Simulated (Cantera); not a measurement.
Feed: 1 mol Fe2O3, 4.6 mol CO, 0.13 mol H2, equilibrated at 29.3 Torr.

These are equilibrium values from Cantera (NASA tables, ideal gas, pure condensed phases), not measurements of a reactor. Candidate condensed phases: C, C6H6, C7H8, C8H18, Fe, Fe(CO)5, FeO, Fe(OH)2, Fe(OH)3, Fe2O3, Fe3O4, H2O; 114 gas species. The tables' stoichiometric FeO is somewhat more stable than real wüstite, so its field is too wide. FeO: taken at fixed stoichiometry. Kinetics and transport are ignored. All values below are at 1677 °C.

Base state: CO 0.771, CO2 0.199, H2O 0.0144, H2 0.0127, Fe 0.00216, H 0.000654, OH 6.72e-5, FeO 4.31e-5 (mole fractions); condensed: FeO(l).

Problem. What changes in the equilibrium state with this change: Fe2O3 replaced by TiO2?

Solution. 
```json
[
 {"species": "CO", "before": "0.771", "after": "0.927"},
 {"species": "CO2", "before": "0.199", "after": "0.0455"},
 {"species": "H2", "before": "0.0127", "after": "0.0222"},
 {"species": "H2O", "before": "0.0144", "after": "0.00481"},
 {"species": "Fe", "before": "0.00216", "after": "0"},
 {"species": "FeO", "before": "4.31e-5", "after": "0"},
 {"species": "OH", "before": "6.72e-5", "after": "1.70e-5"},
 {"species": "H", "before": "0.000654", "after": "0.000865"},
 {"species": "FeO(l), mol", "before": "1.99", "after": "0"},
 {"species": "TiO2(rutile), mol", "before": "0", "after": "0.0467"},
 {"species": "Ti4O7(l), mol", "before": "0", "after": "0.238"}
]
```
Mutual solubility and eutectic melting of coexisting phases are not modelled. Condensed phases not in the tables: Magnéli phases beyond Ti4O7. Further candidate phases: Ti, TiC, TiO, TiO2, Ti2O3, Ti3O5, Ti4O7.

Problem. What changes in the equilibrium state with this change: H2 from 0.13 to 0.23 mol?

Solution. 
| species | before | after |
|---|---|---|
| CO | 0.771 | 0.765 |
| CO2 | 0.199 | 0.184 |
| H2O | 0.0144 | 0.0242 |
| H2 | 0.0127 | 0.0228 |
| Fe | 0.00216 | 0.00231 |
| H | 0.000654 | 0.000877 |
| OH | 6.72e-5 | 8.44e-5 |
| FeO(l), mol | 1.99 | 1.99 |
